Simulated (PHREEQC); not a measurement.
# Acid rinse or clean (model solution)

Make-up at 25 °C: 0.19 mol/kgw HF. Closed to the air; pH follows from the charge balance.

Equilibrium calculation in PHREEQC: ion-association model, wateq4f.dat.

```yaml
pH: 1.98
ionic_strength: 0.0114 mol/kgw
total_alkalinity: -190 meq/kg
```

| species | molality | activity | log γ |
|---|---|---|---|
| HF | 0.111 | 0.111 | 0.001 |
| H2F2 | 0.0321 | 0.0322 | 0.001 |
| H+ | 0.0114 | 0.0104 | -0.041 |
| F- | 0.00800 | 0.00715 | -0.049 |
| HF2- | 0.00341 | 0.00305 | -0.049 |

This is a speciation only: nothing precipitates in the calculation. Complexes and solids missing from the database can't appear. wateq4f.dat counts part of the HF as a dimer, H2F2, which phreeqc.dat doesn't know; its constant is uncertain.
